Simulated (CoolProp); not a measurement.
Carbon monoxide along the isobar 17.8 MPa: fugacity coefficient from the reference equation and from simpler models built on Tc = -140.3 °C, pc = 3.498 MPa, ω = 0.050; each cubic takes its own stable root.

Values from CoolProp's reference Helmholtz-energy equation of state, Lemmon 2006. It is a short technical equation, of lower accuracy than the large ones.

```tsv
T (°C)	phase	reference
-199.25	liquid	0.005461
-174.65	liquid	0.05393
-150.05	liquid	0.1809
-125.45	supercritical	0.3620
-100.85	supercritical	0.5448
-76.25	supercritical	0.6943
-51.65	supercritical	0.8046
-27.05	supercritical	0.8834
-2.45	supercritical	0.9396
22.15	supercritical	0.9799
46.75	supercritical	1.009
71.25	supercritical	1.030
95.85	supercritical	1.046
```

Problem. How far does each simpler model (van der Waals, Redlich-Kwong, Soave-Redlich-Kwong, Peng-Robinson) lie from the reference over these 13 states: mean and median of the absolute difference, and the worst?

Solution. 
- van der Waals: mean 68.8 %, median 7.9 %, worst +637.4 % at -199.25 °C and 17.8 MPa
- Redlich-Kwong: mean 3.4 %, median 2.6 %, worst -18.8 % at -199.25 °C and 17.8 MPa
- Soave-Redlich-Kwong: mean 2.7 %, median 2.9 %, worst +3.7 % at -100.85 °C and 17.8 MPa
- Peng-Robinson: mean 4.7 %, median 4.3 %, worst -8.7 % at -174.65 °C and 17.8 MPa
